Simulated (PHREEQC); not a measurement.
Make-up at 25 °C: 0.0054 mol NH4HF2, 0.0088 mol (NH4)2SiF6, 0.046 mol HBF4 and 0.00061 mol H2SO4 per kg of water. Closed to the air; pH follows from the charge balance.

All values are PHREEQC results (ion-association model, wateq4f.dat), not measurements.

| quantity | before | after |
|---|---|---|
| pH | 1.46 | 1.76 |
| BF4- (mol/kgw) | 0.0440 | 0.0211 |
| HF (mol/kgw) | 0.0139 | 0.00944 |
| BF3OH- (mol/kgw) | 0.00115 | 0.000815 |
| H3BO3 (mol/kgw) | 0.000767 | 0.000972 |
| SI of Quartz (SiO2) | -1.40 | -1.18 |

Question: Name the change that produced these shifts.
A. temperature from 25 to 60 °C
B. diluted 2-fold with water
C. diluted 10-fold with water
D. NH4HF2 from 0.0054 to 0.00486 mol/kgw
E. H2SO4 from 0.00061 to 0.000671 mol/kgw

Answer: B, diluted 2-fold with water

This is a speciation only: nothing precipitates in the calculation. SiF6-2 is the database's only silicon fluoride. Real BF4- forms and hydrolyses slowly; the run takes it at equilibrium.
